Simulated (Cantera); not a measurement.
A closed system holds: 1 mol SiCl4, 1.2 mol HCl, 11 mol H2, equilibrated at 5.60 bar.

Cantera equilibrium calculation (NASA polynomials, part measured and part estimated; ideal gas, pure solids and liquids). Candidate condensed phases: Si; 19 gas species. The tables' values for SiCl3 are old estimates; treat these amounts as uncertain. Kinetics and transport are ignored.

x: gas mole fraction; nothing condenses.

```json
[
 {"T (K)": "748", "x H2": "0.833", "x HCl": "0.0912", "x SiCl4": "0.0755", "x SiHCl3": "0.000303", "x SiCl3": "3.16e-8", "x SiCl2": "___", "x SiH2Cl2": "8.88e-8"},
 {"T (K)": "848", "x H2": "0.832", "x HCl": "0.0920", "x SiCl4": "0.0747", "x SiHCl3": "0.00110", "x SiCl3": "8.76e-7", "x SiCl2": "___", "x SiH2Cl2": "1.41e-6"},
 {"T (K)": "948", "x H2": "0.830", "x HCl": "0.0938", "x SiCl4": "0.0728", "x SiHCl3": "0.00290", "x SiCl3": "1.16e-5", "x SiCl2": "___", "x SiH2Cl2": "1.17e-5"},
 {"T (K)": "1048", "x H2": "0.827", "x HCl": "0.0972", "x SiCl4": "0.0695", "x SiHCl3": "0.00606", "x SiCl3": "8.82e-5", "x SiCl2": "___", "x SiH2Cl2": "6.00e-5"},
 {"T (K)": "1148", "x H2": "0.822", "x HCl": "0.102", "x SiCl4": "0.0646", "x SiHCl3": "0.0104", "x SiCl3": "0.000442", "x SiCl2": "___", "x SiH2Cl2": "0.000211"},
 {"T (K)": "1248", "x H2": "0.815", "x HCl": "0.109", "x SiCl4": "0.0580", "x SiHCl3": "0.0152", "x SiCl3": "0.00158", "x SiCl2": "___", "x SiH2Cl2": "0.000543"},
 {"T (K)": "1348", "x H2": "0.805", "x HCl": "0.119", "x SiCl4": "0.0495", "x SiHCl3": "0.0189", "x SiCl3": "0.00421", "x SiCl2": "___", "x SiH2Cl2": "0.00105"},
 {"T (K)": "1448", "x H2": "0.791", "x HCl": "0.134", "x SiCl4": "0.0388", "x SiHCl3": "0.0195", "x SiCl3": "0.00838", "x SiCl2": "___", "x SiH2Cl2": "0.00152"}
]
```

Task: Fill in the missing entries.

Result: 
- 748, x SiCl2: 2.49e-12
- 848, x SiCl2: 7.42e-10
- 948, x SiCl2: 6.21e-8
- 1048, x SiCl2: 2.05e-6
- 1148, x SiCl2: 3.33e-5
- 1248, x SiCl2: 0.000310
- 1348, x SiCl2: 0.00180
- 1448, x SiCl2: 0.00665
